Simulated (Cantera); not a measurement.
A Cantera script and what it prints.

```python
import numpy as np
import cantera as ct

gas_names = """
    Fe H H2 H2S S SH S2 S8
""".split()
cond_names = """
    Fe(a) Fe(c) Fe(d) Fe(L) FeS(a) FeS(b) FeS(c) FeS(L) FeS2(s) S(cr1) S(cr2) S(L)
""".split()


# ... load() reads the species with a 1 bar reference pressure and builds the phases ...
atoms = {
    'FeS': {'Fe': 1, 'S': 1},
    'H2': {'H': 2},
}
top_T = {'FeS2(s)': 1010}  # K; cautious upper limits of use, not melting points


# ... equilibrate(T, P, feed) seeds the gas with the atoms and calls Mixture.equilibrate('TP', solver="vcs", rtol=1e-11, max_steps=5000) ...
results = []
feed = {'FeS': 1, 'H2': 14}  # mol
P = 13  # Pa
for T in [1600, 1625, 1650, 1675, 1700, 1725, 1750, 1775]:
    mix = equilibrate(T, P, feed)
    results.append((T, P, feed, dict(zip(mix.species_names, mix.species_moles))))
    x = sorted(zip(gas.X, gas.species_names), reverse=True)
    print(f"T = {T:g} K  P = {P:g} Pa  gas = {mix.phase_moles(0):.4g} mol")
    print("   x: " + "  ".join(f"{s} {v:.3e}" for v, s in x if v > 0.0001))
    print("   condensed (mol): " + ("  ".join(f"{mix.phase(i).name} {mix.phase_moles(i):.4g}"
          for i in range(1, mix.n_phases) if mix.phase_moles(i) > 1e-12) or "none"))
```

Result:

```
T = 1600 K  P = 13 Pa  gas = 14.64 mol
   x: H2 9.478e-01  S2 2.917e-02  Fe 8.434e-03  H 4.642e-03  H2S 4.257e-03  SH 3.907e-03  S 1.810e-03
   condensed (mol): Fe(c) 0.8765
T = 1625 K  P = 13 Pa  gas = 14.73 mol
   x: H2 9.416e-01  S2 2.879e-02  Fe 1.333e-02  H 6.004e-03  SH 4.215e-03  H2S 3.783e-03  S 2.312e-03
   condensed (mol): Fe(c) 0.8036
T = 1650 K  P = 13 Pa  gas = 14.86 mol
   x: H2 9.325e-01  S2 2.825e-02  Fe 2.078e-02  H 7.694e-03  SH 4.515e-03  H2S 3.353e-03  S 2.922e-03
   condensed (mol): Fe(c) 0.6912
T = 1675 K  P = 13 Pa  gas = 15.06 mol
   x: H2 9.194e-01  Fe 3.193e-02  S2 2.750e-02  H 9.764e-03  SH 4.795e-03  S 3.652e-03  H2S 2.955e-03
   condensed (mol): Fe(d) 0.5191
T = 1700 K  P = 13 Pa  gas = 15.35 mol
   x: H2 9.007e-01  Fe 4.841e-02  S2 2.650e-02  H 1.226e-02  SH 5.038e-03  S 4.511e-03  H2S 2.583e-03
   condensed (mol): Fe(d) 0.2568
T = 1725 K  P = 13 Pa  gas = 15.65 mol
   x: H2 8.823e-01  Fe 6.392e-02  S2 2.543e-02  H 1.530e-02  S 5.522e-03  SH 5.270e-03  H2S 2.258e-03
   condensed (mol): none
T = 1750 K  P = 13 Pa  gas = 15.69 mol
   x: H2 8.781e-01  Fe 6.375e-02  S2 2.469e-02  H 1.911e-02  S 6.758e-03  SH 5.577e-03  H2S 2.023e-03
   condensed (mol): none
T = 1775 K  P = 13 Pa  gas = 15.74 mol
   x: H2 8.730e-01  Fe 6.355e-02  S2 2.384e-02  H 2.372e-02  S 8.195e-03  SH 5.869e-03  H2S 1.810e-03
   condensed (mol): none
```

Equilibrium computed with Cantera from the NASA thermochemical tables; the gas is ideal and each condensed phase is pure.
